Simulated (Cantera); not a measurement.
# Hydrogen reduction and annealing atmospheres: SiO2 + H2

A closed system holds: 1 mol SiO2, a varied amount of H2, equilibrated at 1548 K and 12.0 Torr.

Method: chemical equilibrium by Gibbs-energy minimisation in Cantera with the NASA 1993 tables (ideal gas, pure condensed phases). Candidate condensed phases: H2O, Si, SiO2; 18 gas species. The tables hold silica as quartz up to 1696 K and as liquid above; real silica turns to tridymite and cristobalite and melts near 1996 K. Kinetics and transport are ignored.

| n(H2) (mol) | x H2 | x SiO | x H2O | x H | x OH | n SiO2(β-quartz) |
|---|---|---|---|---|---|---|
| 58 | 0.998 | 0.000640 | 0.000640 | 0.000243 | 5.21e-9 | 0.963 |
| 84 | 0.998 | 0.000640 | 0.000640 | 0.000243 | 5.21e-9 | 0.946 |
| 120 | 0.998 | 0.000640 | 0.000640 | 0.000243 | 5.21e-9 | 0.923 |
| 180 | 0.998 | 0.000640 | 0.000640 | 0.000243 | 5.21e-9 | 0.885 |
| 250 | 0.998 | 0.000640 | 0.000640 | 0.000243 | 5.21e-9 | 0.840 |
| 370 | 0.998 | 0.000640 | 0.000640 | 0.000243 | 5.21e-9 | 0.763 |
| 530 | 0.998 | 0.000640 | 0.000640 | 0.000243 | 5.21e-9 | 0.660 |
| 760 | 0.998 | 0.000640 | 0.000640 | 0.000243 | 5.21e-9 | 0.513 |
| 1100 | 0.998 | 0.000640 | 0.000640 | 0.000243 | 5.21e-9 | 0.295 |
| 1600 | 0.999 | 0.000625 | 0.000625 | 0.000243 | 5.08e-9 | 0 |
x: gas mole fraction; n: condensed amount in mol.

From 58 mol H2 to 1100 mol H2 the condensed part is SiO2(β-quartz). At 1600 mol H2 nothing is condensed. The main Si-bearing gas is SiO throughout. The share of Si in condensed phases is highest at 58 mol H2 (96.3 %) and lowest at 1600 mol H2 (0.0 %).
